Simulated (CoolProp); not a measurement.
Vapour-liquid equilibrium of m-xylene (1) + n-undecane (2) at 0.0241 MPa; x and y are mole fractions of (1).

Model: multi-fluid Helmholtz-energy mixture model, Zhou 2012 and Aleksandrov 2011; pair parameters Bell 2016, in CoolProp.

Q: Give the bubble temperature and the first vapour's composition at x = 0.125, 0.425, 0.725. Is there an azeotrope?

A: x = 0.125: 405.9 K, y = 0.415; x = 0.425: 386.4 K, y = 0.814; x = 0.725: 373.9 K, y = 0.948. No azeotrope shows between x = 0.05 and 0.95.

Pair parameters are fitted to limited data, so mixtures are less certain than the pure fluids.
